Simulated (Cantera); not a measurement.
An adiabatic, constant-pressure homogeneous reactor starts with C₃H₈ : O₂ : N₂ = 1 : 8.62 : 35.3 (molar parts), at 1225 K and 1.40 bar.

Model: GRI-Mech 3.0 (53 species, 325 reactions), integrated in Cantera. GRI-Mech 3.0 was tuned for natural gas; its chemistry of propane as a main component is partial and can be far from experiment.

Problem. Predict: time of steepest temperature rise; temperature at 2.00 s; equilibrium temperature; x(O₂) at 2.00 s; x(NO) at 2.00 s; x(HO₂) at 2.00 s; x(H₂) at 2.00 s.

Solution. 
```json
{
 "time_of_steepest_temperature_rise": "3.18 ms",
 "temperature at 2.00 s": "2314 K",
 "equilibrium_temperature": "2314 K",
 "x(O₂) at 2.00 s": "0.0735 (gas-phase equilibrium 0.0735)",
 "x(NO) at 2.00 s": "0.00943 (gas-phase equilibrium 0.00943)",
 "x(HO₂) at 2.00 s": "3.84e-6 (gas-phase equilibrium 3.84e-6)",
 "x(H₂) at 2.00 s": "0.000588 (gas-phase equilibrium 0.000588)"
}
```
